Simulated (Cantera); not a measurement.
A closed system holds: 1 mol CaF₂, 24 mol N₂, at 450 °C and 3.90 Pa.

Method: chemical equilibrium by Gibbs-energy minimisation in Cantera with the NASA 1993 tables (ideal gas, pure condensed phases). Candidate condensed phases: Ca, CaF₂; 11 gas species. The numbers say what is thermodynamically allowed, not how fast it happens.

Base state: N₂ 1.00 (mole fractions); condensed: CaF₂(s).

**Question.** What changes in the equilibrium state with this change: 0.36 mol NH₃ added?

**Answer.** 
| species | before | after |
|---|---|---|
| N₂ | 1.00 | 0.978 |
| H₂ | 0 | 0.0218 |
| CaF₂(s), mol | 1.00 | 1.00 |
